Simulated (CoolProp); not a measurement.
Vapour-liquid equilibrium of ethylene (1) + propylene (2) at 0.224 MPa; x and y are mole fractions of (1).

Computed with CoolProp (multi-fluid Helmholtz-energy mixture model, Smukala 2000 and Lemmon 2013; pair parameters Bell 2016).

```tsv
x	bubble temperature, mixture model (°C)	bubble temperature, Raoult's law (°C)	y, mixture model	y, Raoult's law
0.05	-37.4	-37.9	[?]	0.345
0.2	-56.6	-56.5	[?]	0.763
0.35	-68.0	-67.5	[?]	0.892
0.5	[?]	-74.9	[?]	0.946
0.65	-80.6	-80.3	[?]	0.973
0.8	-84.6	-84.6	[?]	0.988
0.95	-88.0	-88.0	0.997	0.998
```

Problem. Complete the blanks.

Solution. 
- 0.05, y, mixture model: 0.317
- 0.2, y, mixture model: 0.749
- 0.35, y, mixture model: 0.885
- 0.5, bubble temperature, mixture model (°C): -75.3
- 0.5, y, mixture model: 0.941
- 0.65, y, mixture model: 0.969
- 0.8, y, mixture model: 0.985

The largest gap from Raoult's law is -0.5 K in bubble temperature, at x = 0.35. No azeotrope shows between x = 0.05 and 0.95.

Pair parameters are fitted to limited data, so mixtures are less certain than the pure fluids. The gap from Raoult's law changes sign with composition, which may be real or a fault of the pair parameters; it wasn't checked against measurements.
